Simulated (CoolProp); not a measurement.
R141b along the isobar 1.01 bar: density (kg/m³) from the reference equation and from simpler models built on Tc = 204.4 °C, pc = 42.12 bar, ω = 0.220; each cubic takes its own stable root.

Computed with CoolProp (reference Helmholtz-energy equation of state, Lemmon 2006). It is a short technical equation, of lower accuracy than the large ones.

| T (°C) | phase | reference |
|---|---|---|
| -73.15 | liquid | 1414 |
| -30.25 | liquid | 1337 |
| 12.55 | liquid | 1258 |
| 55.45 | gas | 4.451 |
| 98.25 | gas | 3.897 |
| 141.15 | gas | 3.473 |
| 183.95 | gas | 3.136 |
| 226.85 | gas | 2.861 |

Problem. How far does each simpler model (van der Waals, Soave-Redlich-Kwong) lie from the reference over these 8 states: mean and median of the absolute difference, and the worst?

Solution. 
- van der Waals: mean 30.2 %, median 0.9 %, worst -99.6 % at 12.55 °C and 1.01 bar
- Soave-Redlich-Kwong: mean 3.4 %, median 0.2 %, worst -9.7 % at -73.15 °C and 1.01 bar

At some of these states van der Waals gives the other phase, because its saturation line lies elsewhere.
